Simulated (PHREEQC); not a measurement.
0.33 g of hydrous ferric oxide (600 m²/g; 0.2 weak and 0.005 strong sites per Fe, Dzombak-Morel constants, diffuse double layer) in 1 kg of water with 0.001 mol/kgw of an inert sodium salt and 0.43 mmol/kgw Ag2SO4, at 25 °C; the pH is set by adding NaOH or the inert anion's acid. Oxygen alone is held at its pressure in air (log pO2 = -0.68). No CO2 enters from the air. Nothing may precipitate in this run.

The series has 17 steps of pH, from 3 to 9.

All values are PHREEQC results (ion-association model, wateq4f.dat), not measurements.

Near which pH is half of the S sorbed, and on which side is more sorbed?

Near pH 5.6, with more sorbed at lower pH.

The oxide is taken as insoluble; below pH 4 it would dissolve.
